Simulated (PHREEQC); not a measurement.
**Nickel, zinc or cadmium bath: an equilibrium model**

Solution (25 °C): 0.066 mol/kgw CdCl2 and 0.084 mol/kgw MnSO4. Closed to the air; pH follows from the charge balance.

The numbers come from PHREEQC with the ion-association model, phreeqc.dat.

The pH is 5.71, the ionic strength is 0.280 mol/kgw and the density comes out as 1.019 g/cm³.

| species | molality | activity | log γ |
|---|---|---|---|
| Cl- | 0.0843 | 0.0582 | -0.161 |
| Mn+2 | 0.0529 | 0.0157 | -0.528 |
| SO4-2 | 0.0384 | 0.00990 | -0.589 |
| CdCl+ | 0.0311 | 0.0228 | -0.134 |
| MnSO4 | 0.0259 | 0.0276 | 0.028 |
| Cd+2 | 0.0141 | 0.00411 | -0.535 |
| CdSO4 | 0.0110 | 0.0117 | 0.028 |
| CdCl2 | 0.00520 | 0.00555 | 0.028 |
| MnCl+ | 0.00518 | 0.00372 | -0.144 |
| Cd(SO4)2-2 | 0.00436 | 0.00127 | -0.535 |
| CdCl3- | 0.000277 | 0.000204 | -0.134 |

This is a speciation only: nothing precipitates in the calculation. Complexes and solids missing from the database can't appear.
